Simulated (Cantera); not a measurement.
A perfectly stirred reactor is fed with H2 : O2 = 0.1 : 1 (molar parts), equivalence ratio 0.050, at 380 Pa; it is held at 1473 K, and followed from long to short residence time.

Cantera simulation using the H2/O2 subset of GRI-Mech 3.0, which has no nitrogen chemistry; the numbers are that mechanism's predictions, not measurements. Radical loss at walls, strong at low pressure, is not modelled. The temperature is held fixed by assumption; the heat of reaction is taken as removed at once.

| quantity | before | after |
|---|---|---|
| x(H2) at τ = 2.20 s | 0.000916 | 0.000107 |
| x(O2) at τ = 2.20 s | 0.882 | 0.902 |
| x(H2O) at τ = 2.20 s | 0.0881 | 0.0938 |
| x(H2O2) at τ = 2.20 s | 1.61e-8 | 3.52e-8 |
| x(H) at τ = 2.20 s | 0.00274 | 8.20e-5 |
| x(H2) at τ = 68.0 ms | 0.00270 | 0.000899 |
| x(O2) at τ = 68.0 ms | 0.842 | 0.885 |
| x(H2O) at τ = 68.0 ms | 0.0763 | 0.0888 |
| x(H2O2) at τ = 68.0 ms | 2.14e-8 | 9.63e-8 |
| x(H) at τ = 68.0 ms | 0.0132 | 0.00217 |

### Question
Name the change that produced these shifts.
A) O2 1 to 0.25 parts
B) pressure from 380 Pa to 2500 Pa
C) O2 1 to 6.8 parts
D) O2 1 to 0.13 parts

### Answer
B, pressure from 380 Pa to 2500 Pa
